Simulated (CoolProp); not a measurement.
Ethanol along the isotherm 559.7 K: fugacity coefficient from the reference equation and from simpler models built on Tc = 514.7 K, pc = 6.268 MPa, ω = 0.644; each cubic takes its own stable root.

Computed with CoolProp (reference Helmholtz-energy equation of state, Schroeder 2014).

| p (MPa) | phase | reference |
|---|---|---|
| 2.09 | gas | 0.9344 |
| 4.18 | gas | 0.8693 |
| 6.27 | supercritical | 0.8034 |
| 8.36 | supercritical | 0.7352 |
| 10.4 | supercritical | 0.6654 |
| 12.5 | supercritical | 0.5974 |
| 14.6 | supercritical | 0.5422 |
| 16.7 | supercritical | 0.4992 |
| 18.8 | supercritical | 0.4652 |
| 20.9 | supercritical | 0.4380 |
| 23 | supercritical | 0.4159 |
| 25.1 | supercritical | 0.3977 |
| 27.2 | supercritical | 0.3826 |
| 29.3 | supercritical | 0.3699 |
| 31.3 | supercritical | 0.3597 |

How far does each simpler model (van der Waals, Redlich-Kwong, Peng-Robinson) lie from the reference over these 15 states: mean and median of the absolute difference, and the worst?


- van der Waals: mean 5.2 %, median 5.1 %, worst -10.4 % at 559.7 K and 10.4 MPa
- Redlich-Kwong: mean 7.3 %, median 7.0 %, worst -11.1 % at 559.7 K and 12.5 MPa
- Peng-Robinson: mean 3.7 %, median 3.2 %, worst -7.8 % at 559.7 K and 8.36 MPa
